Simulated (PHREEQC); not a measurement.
0.2 mol of Vivianite (Fe3(PO4)2:8H2O) is brought to equilibrium with 1 kg of water holding 0.0021 mol/kgw CaCl2, with rising amounts of NaH2PO4, at 25 °C. No oxygen is let in. CO2 from the air is kept out. Only these solids could form: Vivianite, Hydroxyapatite, Halite.

Equilibrium calculation in PHREEQC: ion-association model, phreeqc.dat.

```csv
NaH2PO4 added (mol),pH,dissolved Fe (mol/kgw),Hydroxyapatite (mol),FeH2PO4+ (mol/kgw),CaH2PO4+ (mol/kgw)
0,7.10,3.73e-5,6.64e-6,2.43e-8,6.91e-8
0.00833,5.31,0.000147,0,9.86e-5,0.000230
0.025,5.14,0.000300,0,0.000248,0.000499
0.0333,5.09,0.000368,0,0.000313,0.000590
0.0417,5.06,0.000433,0,0.000377,0.000666
0.0583,5.01,0.000558,0,0.000499,0.000786
0.0667,4.99,0.000620,0,0.000559,0.000835
0.075,4.97,0.000680,0,0.000617,0.000878
0.0917,4.94,0.000799,0,0.000733,0.000953
0.1,4.93,0.000857,0,0.000790,0.000985
```

Hydroxyapatite from the start (pH 7.10), last present at NaH2PO4 added = 0 mol.
